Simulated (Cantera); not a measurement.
Charge: 1 mol V, 1.7 mol O₂, 19 mol H₂, equilibrated at 10000 Pa.

Cantera equilibrium calculation (NASA polynomials, part measured and part estimated; ideal gas, pure solids and liquids). Candidate condensed phases: H₂O, V, VO, V₂O₃, V₂O₄, V₂O₅; 12 gas species. Mutual solubility and eutectic melting of coexisting phases are not modelled. VO: taken at fixed stoichiometry. Condensed phases not in the tables: the oxides between V₂O₃ and V₂O₅ other than VO₂. Equilibrium is a limit: real reactors are often held back by kinetics, nucleation or transport.

### Question
What share of the V ends up in condensed phases as a function of T (°C), at 1952, 2002, 2052, 2102, 2152, 2202, 2252, 2302, 2352, 2402, 2452, 2502?

### Answer
| T (°C) | V condensed (%) | as |
|---|---|---|
| 1952 | 91.6 | V₂O₃(s) |
| 2002 | 85.3 | VO(l) + V₂O₃(s) |
| 2052 | 74.2 | VO(l) |
| 2102 | 63.4 | VO(l) |
| 2152 | 49.3 | VO(l) |
| 2202 | 31.7 | VO(l) |
| 2252 | 10.2 | VO(l) |
| 2302 | 0.0 | - |
| 2352 | 0.0 | - |
| 2402 | 0.0 | - |
| 2452 | 0.0 | - |
| 2502 | 0.0 | - |
